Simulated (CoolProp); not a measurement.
Values from CoolProp's reference Helmholtz-energy equation of state, McLinden 2015.

Question: For the fluoroketone C6F12O (FK-5-1-12), give the phase and the Z, cp (kJ/(kg K)), cv (kJ/(kg K)), Joule-Thomson coefficient (K/MPa) at 407.7 K and 0.575 MPa.

Answer: 
- 407.7 K and 0.575 MPa: gas; Z 0.836, cp 1.03, cv 0.960, Joule-Thomson coefficient 13.8
